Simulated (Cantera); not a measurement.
## Al + CO2 + H2 (metals in furnace atmospheres)

Input: 1 mol Al, 9.8 mol CO2, 31 mol H2, held at 327 °C and 110 Pa.

Method: chemical equilibrium by Gibbs-energy minimisation in Cantera with the NASA 1993 tables (ideal gas, pure condensed phases). Candidate condensed phases: Al, Al2O3, C, C6H6, C7H8, C8H18, H2O; 121 gas species. Rates play no part.

| Property | Value |
|---|---|
| x(H2) | 0.598 |
| x(H2O) | 0.204 |
| x(CO2) | 0.146 |
| x(CH4) | 0.0371 |
| x(CO) | 0.0152 |
| n(Al2O3(s)) | 0.500 mol |
| n(C(graphite)) | 2.77 mol |
| gas amount | 35.40 mol |
| log10 activity of Al(s) (absent) | -36.09 |
